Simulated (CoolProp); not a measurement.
Vapour-liquid equilibrium of C2F6 (R116) (1) + propylene (2) at -47.55 °C; x and y are mole fractions of (1).

The numbers come from the multi-fluid Helmholtz-energy mixture model, Lemmon 2006 and Lemmon 2013; pair parameters Bell 2016 in CoolProp.

```csv
x,"bubble pressure, mixture model (bar)","bubble pressure, Raoult's law (bar)","y, mixture model","y, Raoult's law"
0.05,2.236,1.169,0.549,0.174
0.2,3.721,1.628,0.741,0.501
0.35,3.968,2.087,0.762,0.683
0.5,4.013,2.546,0.767,0.800
0.65,4.088,3.005,0.783,0.882
0.8,4.182,3.463,0.829,0.941
0.95,4.155,3.922,0.937,0.987
```

The largest gap from Raoult's law is +128.6 % in bubble pressure, at x = 0.2. y crosses x between x = 0.8 and 0.95: the model has an azeotrope there.

Pair parameters are fitted to limited data, so mixtures are less certain than the pure fluids. With so large a gap from Raoult's law the liquid may split in two, which this calculation doesn't test in full.
